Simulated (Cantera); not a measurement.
A closed system holds: 1 mol Pb, 0.38 mol CO, 11 mol H2, held at 950 K and 1.30 bar.

Equilibrium computed with Cantera from the NASA thermochemical tables; the gas is ideal and each condensed phase is pure. Candidate condensed phases: C, C6H6, C7H8, C8H18, H2O, Pb, PbO, PbO2, Pb3O4; 113 gas species. Equilibrium is a limit: real reactors are often held back by kinetics, nucleation or transport.

Base state: H2 0.934, CH4 0.0308, H2O 0.0306, CO 0.00437, CO2 0.000256 (mole fractions); condensed: Pb(l).

**Question.** What changes in the equilibrium state with this change: pressure from 1.30 bar to 1.33 mbar?

**Answer.** 
```
species       before    after
----------  --------  -------
H2             0.934    0.963
CO           0.00437   0.0332
Pb           3.87e-6  0.00377
CH4           0.0308  9.35e-5
H2O           0.0306  8.81e-5
CO2         0.000256  5.44e-6
Pb(l), mol     1.000    0.957
```
